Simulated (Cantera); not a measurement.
Input: 1 mol PbO, 2.7 mol CH₄, 7.4 mol H₂, at 1227 °C and 72.0 Pa.

Cantera equilibrium calculation (NASA polynomials, part measured and part estimated; ideal gas, pure solids and liquids). Candidate condensed phases: C, C₆H₆, C₇H₈, C₈H₁₈, H₂O, Pb, PbO, PbO₂, Pb₃O₄; 113 gas species. The numbers say what is thermodynamically allowed, not how fast it happens.

Base state: H₂ 0.864, CO 0.0675, Pb 0.0675, H 0.000610 (mole fractions); condensed: C(graphite).

### Question
What changes in the equilibrium state with this change: PbO replaced by Ta₂O₅?

### Answer
| species | before | after |
|---|---|---|
| H₂ | 0.864 | 0.868 |
| CO | 0.0675 | 0.131 |
| H | 0.000610 | 0.000611 |
| Pb | 0.0675 | 0 |
| CO₂ | 2.18e-9 | 1.92e-5 |
| H₂O | 7.22e-8 | 0.000330 |
| C(graphite), mol | 1.70 | 0 |
| TaC(s), mol | 0 | 0.773 |
| Ta₂O₅(s), mol | 0 | 0.614 |
Mutual solubility and eutectic melting of coexisting phases are not modelled. TaC: taken at fixed stoichiometry. Condensed phases not in the tables: Ta₂C. Further candidate phases: Ta, TaC, Ta₂O₅.

### Question
What changes in the equilibrium state with this change: CH₄ from 2.7 to 0.66 mol?

### Answer
```csv
species,before,after
H₂,0.864,0.808
Pb,0.0675,0.0963
CO,0.0675,0.0626
H₂O,7.22e-8,0.0318
CO₂,2.18e-9,0.000952
H,0.000610,0.000590
"C(graphite), mol",1.70,0
```
